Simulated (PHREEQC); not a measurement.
**Copper plating or etch bath: speciation**

Dissolve 0.072 mol/kgw Cu(NO3)2, 0.29 mol/kgw H2SO4 and 0.025 mol/kgw KCl at 70 °C. Closed to the air; pH follows from the charge balance.

Computed with PHREEQC (ion-association model, phreeqc.dat).

This is a speciation only: nothing precipitates in the calculation.

Task: What pH does the model give?

Result: pH 0.63.

Task: In which forms is Cu present?

Result: Cu+2 82 %, CuSO4 11 %, CuCl+ 6.6 % of the Cu.

At this temperature some constants are extrapolated from 25 °C, and those without enthalpy data are left unchanged.
